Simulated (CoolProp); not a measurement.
Vapour-liquid equilibrium of propylene (1) + R142b (2) at 281.4 K; x and y are mole fractions of (1).

The numbers come from the multi-fluid Helmholtz-energy mixture model, Lemmon 2013 and Lemmon 2006; pair parameters Bell 2016 in CoolProp.

**Question.** Give the bubble pressure and the first vapour's composition at x = 0.05, 0.2, 0.35. Is there an azeotrope?

**Answer.** x = 0.05: 0.2262 MPa, y = 0.172; x = 0.2: 0.3201 MPa, y = 0.491; x = 0.35: 0.4097 MPa, y = 0.663. No azeotrope shows between x = 0.05 and 0.95.

Pair parameters are fitted to limited data, so mixtures are less certain than the pure fluids.
